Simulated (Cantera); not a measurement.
A Cantera script and its output.

```python
import numpy as np
import cantera as ct

gas = ct.Solution("gri30.yaml")
gas.TPX = 1425, 500000, {'CH4': 0.01, 'O2': 0.0051, 'N2': 1}
reactor = ct.IdealGasConstPressureReactor(gas, energy="off", clone=False)
net = ct.ReactorNet([reactor])
net.rtol, net.atol = 1e-08, 1e-18
show = ['CH4', 'O2', 'H2', 'NO', 'H']
times = np.geomspace(5e-06, 3, 15)

steps = ct.SolutionArray(gas, extra=["t"])
rows = []
print(f"{'t/s':>10s}{'T/K':>9s}{'P/Pa':>11s}" + "".join(f"{s:>11s}" for s in show))
for t in times:
    while net.time < t:
        t_next = net.step()
        steps.append(gas.state, t=t_next)
    rows.append([np.interp(t, steps.t, y) for y in (steps.T, steps.P, *steps(*show).X.T)])
    print(f"{t:10.3e}{rows[-1][0]:9.1f}{rows[-1][1]:11.4g}" + "".join(f"{x:11.3e}" for x in rows[-1][2:]))
rate = np.gradient(steps.T, steps.t)
print("integrator steps:", len(steps.t))
if steps.T.max() > steps.T[0] + 200:
    print(f"time of steepest temperature rise: {steps.t[rate.argmax()]:.4e} s")
gas.TPX = 1425, 500000, {'CH4': 0.01, 'O2': 0.0051, 'N2': 1}
gas.equilibrate("TP")
print(f"equilibrium (TP): T = {gas.T:.1f} K  " + "  ".join(f"{s} {gas[s].X[0]:.3e}" for s in show))
```

It prints:

```
       t/s      T/K       P/Pa        CH4         O2         H2         NO          H
 5.000e-06   1425.0      5e+05  9.851e-03  5.024e-03  6.336e-09  1.004e-17  2.099e-09
 1.293e-05   1425.0      5e+05  9.851e-03  5.024e-03  1.932e-08  4.608e-17  2.150e-09
 3.345e-05   1425.0      5e+05  9.851e-03  5.024e-03  5.375e-08  1.597e-16  2.221e-09
 8.653e-05   1425.0      5e+05  9.851e-03  5.024e-03  1.476e-07  5.314e-16  2.385e-09
 2.238e-04   1425.0      5e+05  9.850e-03  5.024e-03  4.175e-07  2.007e-15  2.721e-09
 5.789e-04   1425.0      5e+05  9.847e-03  5.023e-03  1.247e-06  8.995e-15  3.342e-09
 1.497e-03   1425.0      5e+05  9.839e-03  5.021e-03  3.977e-06  3.972e-14  4.363e-09
 3.873e-03   1425.0      5e+05  9.811e-03  5.012e-03  1.352e-05  1.532e-13  6.504e-09
 1.002e-02   1425.0      5e+05  9.711e-03  4.974e-03  5.759e-05  6.883e-13  1.484e-08
 2.591e-02   1425.0      5e+05  9.254e-03  4.772e-03  3.335e-04  6.579e-12  5.492e-08
 6.702e-02   1425.0      5e+05  6.627e-03  3.159e-03  2.367e-03  4.304e-10  4.346e-07
 1.734e-01   1425.0      5e+05  3.670e-03  2.660e-04  5.521e-03  2.715e-09  4.024e-07
 4.484e-01   1425.0      5e+05  3.350e-03  2.489e-05  5.983e-03  1.777e-09  2.252e-07
 1.160e+00   1425.0      5e+05  3.004e-03  2.698e-07  6.603e-03  8.449e-10  2.175e-07
 3.000e+00   1425.0      5e+05  2.410e-03  9.784e-13  7.697e-03  1.696e-10  2.436e-07
integrator steps: 1552
equilibrium (TP): T = 1425.0 K  CH4 1.199e-07  O2 6.131e-18  H2 1.925e-02  NO 5.013e-12  H 4.262e-07
```

Computed with Cantera and GRI-Mech 3.0 (53 species, 325 reactions).
